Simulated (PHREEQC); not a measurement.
Dissolve 0.0016 mol LiOH and 0.00078 mol K2CO3 per kg of water at 50 °C. Closed to the air; pH follows from the charge balance.

All values are PHREEQC results (ion-association model, phreeqc.dat), not measurements.

```csv
quantity,before,after
pH,10.49,10.45
ionic strength (mol/kgw),0.00372,0.00160
```

Name the change that produced these shifts.
A. K2CO3 replaced by (NH4)2CO3 at the same molality
B. 0.00011 mol/kgw HF added
C. LiOH from 0.0016 to 0.0008 mol/kgw
D. K2CO3 left out

D, K2CO3 left out

No solid was allowed to form. Constants without temperature data keep their 25 °C values here.
